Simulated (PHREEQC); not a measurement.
HCl is added in steps, without added water, to 1 kg of water holding 61 mmol/kgw HF, 52 mmol/kgw CsF and 0.028 mmol/kgw H4SiO4, at 32 °C. O2 is buffered at 0.21 atm. CO2 from the air is kept out. The run lets SiO2(a) precipitate or redissolve, and no other solid.

Base run: PHREEQC, ion-association model, wateq4f.dat. Each further column changes one thing. The table gives HF2- (mol/kgw).

| HCl added (mol) | base | all activity coefficients set to 1 | metal-ligand complexes left out | Debye-Hückel limiting law | Davies equation for every ion |
|---|---|---|---|---|---|
| 0 | 0.00804 | 0.00797 | 0.00804 | 0.00798 | 0.00804 |
| 0.008625 | 0.00758 | 0.00749 | 0.00758 | 0.00754 | 0.00758 |
| 0.01725 | 0.00681 | 0.00670 | 0.00681 | 0.00679 | 0.00682 |
| 0.02587 | 0.00579 | 0.00564 | 0.00579 | 0.00580 | 0.00580 |
| 0.0345 | 0.00458 | 0.00436 | 0.00458 | 0.00464 | 0.00460 |
| 0.04312 | 0.00334 | 0.00303 | 0.00334 | 0.00346 | 0.00337 |
| 0.04888 | 0.00260 | 0.00223 | 0.00260 | 0.00275 | 0.00263 |
| 0.0575 | 0.00176 | 0.00136 | 0.00176 | 0.00194 | 0.00179 |
| 0.06613 | 0.00124 | 0.000885 | 0.00124 | 0.00142 | 0.00127 |
| 0.07475 | 0.000936 | 0.000632 | 0.000936 | 0.00111 | 0.000961 |
| 0.08338 | 0.000746 | 0.000485 | 0.000746 | 0.000902 | 0.000766 |
| 0.092 | 0.000619 | 0.000392 | 0.000619 | 0.000765 | 0.000637 |

wateq4f.dat counts part of the HF as a dimer, H2F2, which phreeqc.dat doesn't know; its constant is uncertain. SiF6-2 is the database's only silicon fluoride.
